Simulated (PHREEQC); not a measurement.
A solution holds 0.44 mol/kgw MgSO4, 0.18 mol/kgw K2SO4 and 0.9 mol/kgw MgCl2, at 75 °C and 500 atm. Closed to the air; pH follows from the charge balance.

Equilibrium calculation in PHREEQC: Pitzer model, pitzer.dat.

| quantity | before | after |
|---|---|---|
| pH | 5.51 | 6.20 |
| MgOH+ (mol/kgw) | 1.21e-5 | 8.60e-6 |
| HSO4- (mol/kgw) | 9.94e-6 | 8.59e-6 |
| SI of Hexahydrite (MgSO4:6H2O) | -1.23 | -1.57 |

Task: What was changed between the two runs?
(A) 0.03 mol/kgw CO2 added
(B) MgCl2 left out
(C) MgSO4 from 0.44 to 0.088 mol/kgw
(D) temperature from 75 to 30 °C

Result: B, MgCl2 left out

No solid was allowed to form. Under pressure, the constants of complexes without a molar volume in the database are unreliable. At this temperature some constants are extrapolated from 25 °C, and those without enthalpy data are left unchanged.
